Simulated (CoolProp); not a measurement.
Vapour pressure (MPa) of isobutane: the reference equation beside estimates from Tc = 407.8 K, pc = 3.629 MPa, ω = 0.184. Clausius-Clapeyron is anchored at 268.6 K with a constant enthalpy of vaporisation of 20.84 kJ/mol.

Computed with CoolProp (reference Helmholtz-energy equation of state, Bücker 2006).

| T (K) | reference | Clausius-Clapeyron | van der Waals |
|---|---|---|---|
| 184.8 | 0.001136 | 0.001934 | 0.05021 |
| 205.8 | 0.005734 | 0.007720 | 0.1073 |
| 226.7 | 0.02044 | 0.02373 | 0.2000 |
| 247.6 | 0.05702 | 0.06035 | 0.3374 |
| 268.6 | 0.1332 | 0.1332 | 0.5292 |
| 289.5 | 0.2702 | 0.2612 | 0.7811 |
| 310.4 | 0.4939 | 0.4679 | 1.100 |
| 331.3 | 0.8326 | 0.7788 | 1.493 |

Absolute difference from the reference over all 8 rows, mean and median: Clausius-Clapeyron 17.7 and 6.2 %, van der Waals 1018.7 and 394.5 %.
